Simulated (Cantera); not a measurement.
Feed: 1 mol PbO, 90 mol H2, 0.35 mol N2, equilibrated at 825 K and 12.0 Pa.

Cantera equilibrium calculation (NASA polynomials, part measured and part estimated; ideal gas, pure solids and liquids). Candidate condensed phases: H2O, Pb, PbO, PbO2, Pb3O4; 27 gas species. Rates play no part.

Base state: H2 0.984, H2O 0.0111, N2 0.00387, Pb 0.00120 (mole fractions); condensed: Pb(l).

Problem. What changes in the equilibrium state with this change: pressure from 12.0 Pa to 1000 Pa?

Solution. 
```tsv
species	before	after
H2	0.984	0.985
H2O	0.0111	0.0111
N2	0.00387	0.00387
Pb	0.00120	1.43e-5
Pb(l), mol	0.892	0.999
```
